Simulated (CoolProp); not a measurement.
The numbers come from the reference Helmholtz-energy equation of state, Akasaka 2020 in CoolProp.

**Question.** For R1123, give the phase and the Z, cp (kJ/(kg K)), speed of sound (m/s), isothermal compressibility (1/MPa) at 5.65 °C and 6.37 MPa; 20.95 °C and 6.37 MPa; 59.05 °C and 6.37 MPa.

**Answer.** 
- 5.65 °C and 6.37 MPa: liquid; Z 0.199, cp 1.43, speed of sound 532, isothermal compressibility 0.00531
- 20.95 °C and 6.37 MPa: liquid; Z 0.200, cp 1.52, speed of sound 456, isothermal compressibility 0.00796
- 59.05 °C and 6.37 MPa: supercritical; Z 0.230, cp 2.23, speed of sound 245, isothermal compressibility 0.0486
